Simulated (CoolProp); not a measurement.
Vapour-liquid equilibrium of R245fa (1) + n-pentane (2) at 913 kPa; x and y are mole fractions of (1).

Computed with CoolProp (multi-fluid Helmholtz-energy mixture model, Akasaka 2015 and Thol 2019; pair parameters Bell 2016).

```json
[
 {"x": "0.05", "bubble temperature (°C)": "108.8", "y at the bubble point": "0.210", "dew temperature at overall composition x (°C)": "117.6", "liquid density (mol/L)": "7.248"},
 {"x": "0.15", "bubble temperature (°C)": "95.3", "y at the bubble point": "0.435", "dew temperature at overall composition x (°C)": "112.2", "liquid density (mol/L)": "7.463"},
 {"x": "0.25", "bubble temperature (°C)": "89.0", "y at the bubble point": "0.535", "dew temperature at overall composition x (°C)": "106.5", "liquid density (mol/L)": "7.568"},
 {"x": "0.35", "bubble temperature (°C)": "85.8", "y at the bubble point": "0.591", "dew temperature at overall composition x (°C)": "100.6", "liquid density (mol/L)": "7.640"},
 {"x": "0.45", "bubble temperature (°C)": "84.0", "y at the bubble point": "0.629", "dew temperature at overall composition x (°C)": "94.4", "liquid density (mol/L)": "7.714"},
 {"x": "0.55", "bubble temperature (°C)": "82.8", "y at the bubble point": "0.663", "dew temperature at overall composition x (°C)": "88.1", "liquid density (mol/L)": "7.811"},
 {"x": "0.65", "bubble temperature (°C)": "82.1", "y at the bubble point": "0.700", "dew temperature at overall composition x (°C)": "83.2", "liquid density (mol/L)": "7.939"},
 {"x": "0.75", "bubble temperature (°C)": "81.8", "y at the bubble point": "0.747", "dew temperature at overall composition x (°C)": "81.8", "liquid density (mol/L)": "8.101"},
 {"x": "0.85", "bubble temperature (°C)": "82.3", "y at the bubble point": "0.814", "dew temperature at overall composition x (°C)": "82.8", "liquid density (mol/L)": "8.288"},
 {"x": "0.95", "bubble temperature (°C)": "84.2", "y at the bubble point": "0.921", "dew temperature at overall composition x (°C)": "84.8", "liquid density (mol/L)": "8.482"}
]
```

y crosses x between x = 0.65 and 0.75: the model has an azeotrope there.

The pair parameters rest on a limited set of measurements; away from them the model extrapolates. With so large a gap from Raoult's law the liquid may split in two, which this calculation doesn't test in full.
